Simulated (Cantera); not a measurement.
Input (Python, Cantera) and output of one run.

```python
import numpy as np
import cantera as ct

gas_names = """
    C CN CO CO2 C2 CCN CNC C2N2 C2O C3 C3O2 C4 C4N2 C5 Cu CuO Cu2 N NCO NO NO2 NO3 N2 N2O O O2 O3
""".split()
cond_names = """
    C(gr) Cu(cr) Cu(L) CuO(s) Cu2O(s) Cu2O(L)
""".split()


# ... load() reads the species with a 1 bar reference pressure and builds the phases ...
atoms = {
    'CuO': {'Cu': 1, 'O': 1},
    'C': {'C': 1},
    'N2': {'N': 2},
}
top_T = {'C(gr)': 4500, 'CuO(s)': 1390}  # K; cautious upper limits of use, not melting points


# ... equilibrate(T, P, feed) seeds the gas with the atoms and calls Mixture.equilibrate('TP', solver="vcs", rtol=1e-11, max_steps=5000) ...
results = []
feed = {'CuO': 1, 'C': 0.4, 'N2': 1.1}  # mol
P = 19  # Pa
for T in [850, 925, 1000, 1075, 1150, 1225, 1300, 1375]:
    mix = equilibrate(T, P, feed)
    results.append((T, P, feed, dict(zip(mix.species_names, mix.species_moles))))

top = {s: max(r[3][s] / sum(r[3][g] for g in gas_names) for r in results) for s in gas_names}
cols = sorted((s for s in top if top[s] > 0.001), key=lambda s: -top[s])[:6]
seen = [c for c in cond_names if any(r[3].get(c, 0) > 1e-12 for r in results)]
print("log10 of partial pressures in bar; condensed amounts in mol")
print(f"{'T/K':>10s}" + "".join(f"{s[:9]:>10s}" for s in cols + seen))
for T, P, feed, n in results:
    ng = sum(n[g] for g in gas_names)
    print(f"{T:10.4g}" + "".join(f"{np.log10(max(n[s] / ng * P / 1e5, 1e-99)):10.3f}" for s in cols)
          + "".join(f"{n.get(c, 0):10.4g}" for c in seen))
```

Result:

```
log10 of partial pressures in bar; condensed amounts in mol
       T/K        N2       CO2        O2        Cu    Cu(cr)     Cu(L)   Cu2O(s)
       850    -3.856    -4.295   -13.080   -13.886       0.6         0       0.2
       925    -3.856    -4.295   -11.402   -12.220       0.6         0       0.2
      1000    -3.856    -4.295    -9.979   -10.807       0.6         0       0.2
      1075    -3.856    -4.295    -8.759    -9.593       0.6         0       0.2
      1150    -3.856    -4.295    -7.701    -8.539    0.6006         0    0.1997
      1225    -3.856    -4.296    -6.775    -7.616    0.6051         0    0.1974
      1300    -3.859    -4.298    -5.959    -6.802    0.6338         0    0.1825
      1375    -3.872    -4.312    -5.209    -6.085         0    0.7965    0.0984
```

Cantera equilibrium calculation (NASA polynomials, part measured and part estimated; ideal gas, pure solids and liquids). Mutual solubility and eutectic melting of coexisting phases are not modelled.
